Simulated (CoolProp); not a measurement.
Properties of methane along the isobar 4780 kPa.

Values from CoolProp's reference Helmholtz-energy equation of state, Setzmann 1991.

```
T (°C)           phase       Z  Joule-Thomson coefficient (K/MPa)  viscosity (µPa s)  conductivity (mW/(m K))  fugacity coefficient
-------  -------------  ------  ---------------------------------  -----------------  -----------------------  --------------------
-103.55         liquid  0.1678                             0.2429               43.6                      108                0.4022
-80.95   supercritical  0.3709                              8.100               13.5                        ?                     ?
-58.25   supercritical  0.7112                              8.040               10.1                     32.5                0.7689
-35.65   supercritical  0.8089                              6.503               10.4                     32.4                0.8316
-12.95   supercritical  0.8656                              5.369               11.0                     34.0                0.8748
9.65     supercritical  0.9025                              4.503               11.6                     36.2                0.9058
32.35    supercritical  0.9283                              3.811               12.3                     38.8                0.9288
54.95    supercritical  0.9470                              3.251               12.9                     41.7                0.9462
77.65    supercritical  0.9610                              2.786               13.5                     44.8                0.9596
100.25   supercritical  0.9717                              2.398               14.2                     48.2                0.9701
122.95   supercritical  0.9800                              2.071               14.8                     51.8                0.9784
145.55   supercritical  0.9865                              1.795                  ?                     55.6                0.9850
168.25   supercritical  0.9917                              1.559               16.0                     59.5                0.9903
190.85   supercritical  0.9959                              1.358               16.6                     63.6                0.9946
213.55   supercritical  0.9993                              1.184               17.2                     67.8                0.9982
```

Q: What belongs in the gaps?

A: 
- -80.95, conductivity (mW/(m K)): 83.4
- -80.95, fugacity coefficient: 0.6634
- 145.55, viscosity (µPa s): 15.4

Viscosity comes from a separate model (Quiñones-Cisneros 2006). Thermal conductivity comes from a separate model (Friend 1989).
